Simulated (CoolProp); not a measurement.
The numbers come from the reference Helmholtz-energy equation of state, Thol 2017 in CoolProp.

For octamethyltrisiloxane (MDM), give the phase and the density (kg/m³), cv (kJ/(kg K)) at 301.85 °C and 0.587 MPa; 301.85 °C and 2.11 MPa; 301.85 °C and 14.4 MPa.


- 301.85 °C and 0.587 MPa: gas; density 33.9, cv 2.08
- 301.85 °C and 2.11 MPa: supercritical; density 405, cv 2.15
- 301.85 °C and 14.4 MPa: supercritical; density 590, cv 2.12
